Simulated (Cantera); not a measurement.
An isothermal, constant-pressure homogeneous reactor starts with CH₄ : N₂ = 1 : 9.1 (molar parts), at 1700 K and 0.720 Torr.

Model: GRI-Mech 3.0 (53 species, 325 reactions), integrated in Cantera. GRI-Mech 3.0 stops at C3 and has no aromatics, soot or wall deposition, so with more carbon than oxygen in the feed, carbon stays in small species such as C2H2 where larger ones or solid carbon would form. Radical loss at walls, strong at low pressure, is not modelled.

Q: Predict: x(CH₄) at 200 s; x(C₂H₄) at 200 s; x(CH₃) at 200 s; x(CH₂) at 200 s; x(HCN) at 200 s; x(H₂) at 200 s; x(H) at 200 s.

A: 
```
Item                                               Result
----------------  ---------------------------------------
x(CH₄) at 200 s   9.69e-6 (gas-phase equilibrium 7.16e-7)
x(C₂H₄) at 200 s  2.87e-7 (gas-phase equilibrium 8.92e-8)
x(CH₃) at 200 s   2.37e-6 (gas-phase equilibrium 1.90e-7)
x(CH₂) at 200 s   2.94e-8 (gas-phase equilibrium 2.56e-9)
x(HCN) at 200 s    5.30e-5 (gas-phase equilibrium 0.0613)
x(H₂) at 200 s        0.134 (gas-phase equilibrium 0.134)
x(H) at 200 s     0.00162 (gas-phase equilibrium 0.00175)
```
